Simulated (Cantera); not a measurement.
# Adiabatic ignition

An adiabatic, constant-pressure homogeneous reactor starts with CO : H₂ : CH₄ : O₂ : N₂ : CO₂ = 1 : 0.13 : 0.26 : 2.86 : 10.7 : 0.65 (molar parts), equivalence ratio 0.38, at 1575 K and 19.0 bar.

Computed with Cantera and GRI-Mech 3.0 (53 species, 325 reactions). The pressure lies above the range GRI-Mech 3.0 was tuned for (to about 10 atm).

| t (s) | T (K) | x CO | x H₂ | x CH₄ | x C₂H₆ | x C₂H₂ | x HCO | x C₂H₄ |
|---|---|---|---|---|---|---|---|---|
| 6.00e-6 | 1580 | 0.0639 | 0.00808 | 0.0159 | 6.62e-5 | 1.40e-8 | 1.34e-7 | 1.10e-5 |
| 1.38e-5 | 2026 | 0.0507 | 0.000667 | 2.20e-9 | <1e-12 | 1.99e-11 | 1.21e-7 | <1e-12 |
| 3.17e-5 | 2396 | 0.00395 | 0.000159 | <1e-12 | <1e-12 | <1e-12 | 7.53e-10 | <1e-12 |
| 7.29e-5 | 2414 | 0.00195 | 0.000108 | <1e-12 | <1e-12 | <1e-12 | 2.45e-10 | <1e-12 |
| 0.000167 | 2414 | 0.00193 | 0.000108 | <1e-12 | <1e-12 | <1e-12 | 2.42e-10 | <1e-12 |
| 0.000385 | 2413 | 0.00192 | 0.000108 | <1e-12 | <1e-12 | <1e-12 | 2.40e-10 | <1e-12 |
| 0.000885 | 2411 | 0.00191 | 0.000107 | <1e-12 | <1e-12 | <1e-12 | 2.36e-10 | <1e-12 |
| 0.00203 | 2408 | 0.00188 | 0.000105 | <1e-12 | <1e-12 | <1e-12 | 2.28e-10 | <1e-12 |
| 0.00468 | 2401 | 0.00182 | 0.000103 | <1e-12 | <1e-12 | <1e-12 | 2.15e-10 | <1e-12 |
| 0.0107 | 2394 | 0.00176 | 9.96e-5 | <1e-12 | <1e-12 | <1e-12 | 1.99e-10 | <1e-12 |
| 0.0247 | 2389 | 0.00172 | 9.78e-5 | <1e-12 | <1e-12 | <1e-12 | 1.90e-10 | <1e-12 |
| 0.0568 | 2389 | 0.00172 | 9.76e-5 | <1e-12 | <1e-12 | <1e-12 | 1.89e-10 | <1e-12 |
| 0.131 | 2389 | 0.00172 | 9.76e-5 | <1e-12 | <1e-12 | <1e-12 | 1.89e-10 | <1e-12 |
| 0.300 | 2389 | 0.00172 | 9.76e-5 | <1e-12 | <1e-12 | <1e-12 | 1.89e-10 | <1e-12 |
x: mole fraction; the columns are a selection and need not sum to one.

```json
{
 "time_of_steepest_temperature_rise": "12.0 µs",
 "temperature at 0.300 s": "2389 K",
 "equilibrium_temperature": "2389 K",
 "x(CO) at 0.300 s": "0.00172 (gas-phase equilibrium 0.00172)",
 "x(H₂) at 0.300 s": "9.76e-5 (gas-phase equilibrium 9.76e-5)",
 "x(CH₄) at 0.300 s": "<1e-12 (gas-phase equilibrium <1e-12)"
}
```
